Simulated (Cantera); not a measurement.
Feed: 1 mol SiC, 0.031 mol H2O, 500 mol H2, equilibrated at 1373 K and 0.650 bar.

Method: chemical equilibrium by Gibbs-energy minimisation in Cantera with the NASA 1993 tables (ideal gas, pure condensed phases). Candidate condensed phases: C, C6H6, C7H8, C8H18, H2O, Si, SiC, SiO2; 123 gas species. Mutual solubility and eutectic melting of coexisting phases are not modelled. The tables hold silica as quartz up to 1696 K and as liquid above; real silica turns to tridymite and cristobalite and melts near 1996 K. Kinetics and transport are ignored.

Base state: H2 1.000, CH4 4.11e-5, SiO 3.68e-5 (mole fractions); condensed: SiC(s) + SiO2(β-quartz).

**Question.** What changes in the equilibrium state with this change: temperature from 1373 K to 1498 K?

**Answer.** 
```tsv
species	before	after
H2	1.000	1.000
SiO	3.68e-5	4.90e-5
CH4	4.11e-5	3.73e-5
H	4.13e-6	2.13e-5
CO	5.29e-6	1.24e-5
SiC(s), mol	0.977	0.975
SiO2(β-quartz), mol	0.00466	0
```
